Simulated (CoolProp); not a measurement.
Vapour-liquid equilibrium of CH2F2 (R32) (1) + R1234ze(E) (2) at -71.05 °C; x and y are mole fractions of (1).

Computed with CoolProp (multi-fluid Helmholtz-energy mixture model, Tillner-Roth 1997 and Thol 2016; pair parameters Bell 2023).

Q: Give the bubble pressure and the first vapour's composition at x = 0.05, 0.25, 0.65. Is there an azeotrope?

A: x = 0.05: 0.007482 MPa, y = 0.349; x = 0.25: 0.01516 MPa, y = 0.737; x = 0.65: 0.02551 MPa, y = 0.911. No azeotrope shows between x = 0.05 and 0.95.

The pair parameters rest on a limited set of measurements; away from them the model extrapolates.
